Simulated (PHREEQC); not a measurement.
# Acid rinse or clean

A solution holds 0.078 mol/kgw HCl, 0.16 mol/kgw CaCl2 and 0.002 mol/kgw MnSO4, at 35 °C. Closed to the air; pH follows from the charge balance.

The numbers come from PHREEQC with the ion-association model, phreeqc.dat.

Each row changes one thing in this solution. This is a speciation only: nothing precipitates in the calculation.

| case | pH | HSO4- (mol/kgw) | MnCl+ (mol/kgw) | SO4-2 (mol/kgw) | MnCl2 (mol/kgw) | MnSO4 (mol/kgw) |
|---|---|---|---|---|---|---|
| as made | 1.24 | 0.000738 | 0.000523 | 0.000397 | 3.41e-5 | 4.85e-6 |
| CaCl2 replaced by NaCl at the same molality | 1.22 | 0.00136 | 0.000434 | 0.000509 | 2.14e-5 | 1.28e-5 |
| temperature from 35 to 10 °C | 1.23 | 0.000588 | 0.000542 | 0.000510 | 3.64e-5 | 4.19e-6 |
| temperature from 35 to 20 °C | 1.23 | 0.000641 | 0.000535 | 0.000465 | 3.56e-5 | 4.54e-6 |
| HCl from 0.078 to 0.0702 mol/kgw | 1.28 | 0.000702 | 0.000517 | 0.000418 | 3.32e-5 | 5.18e-6 |

Species that the database lacks are ignored. Constants without temperature data keep their 25 °C values here.
